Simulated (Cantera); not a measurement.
Input: 1 mol Si, 0.51 mol F₂, 4.5 mol N₂, 16 mol HCl, at 1348.15 K and 1.33 mbar.

Method: chemical equilibrium by Gibbs-energy minimisation in Cantera with the NASA 1993 tables (ideal gas, pure condensed phases). Candidate condensed phases: NH₄Cl, Si, Si₃N₄; 49 gas species. The tables' values for SiCl₃, SiF₃, SiF₂ are old estimates; treat these amounts as uncertain. The numbers say what is thermodynamically allowed, not how fast it happens.

Base state: HCl 0.663, N₂ 0.222, H₂ 0.0614, SiCl₄ 0.0226, SiF₄ 0.0111, SiCl₂ 0.00854, SiCl₃ 0.00620, HF 0.00342 (mole fractions); condensed: gas only.

Task: What changes in the equilibrium state with this change: temperature from 1348.15 K to 1675 K?

Result: 
| species | before | after |
|---|---|---|
| HCl | 0.663 | 0.674 |
| N₂ | 0.222 | 0.215 |
| H₂ | 0.0614 | 0.0368 |
| SiCl₂ | 0.00854 | 0.0334 |
| SiCl₄ | 0.0226 | 0.000952 |
| HF | 0.00342 | 0.0170 |
| SiF₄ | 0.0111 | 0.00456 |
| Cl | 0.000142 | 0.00872 |
| H | 1.57e-5 | 0.000610 |
| SiF₂ | 3.82e-5 | 0.00127 |
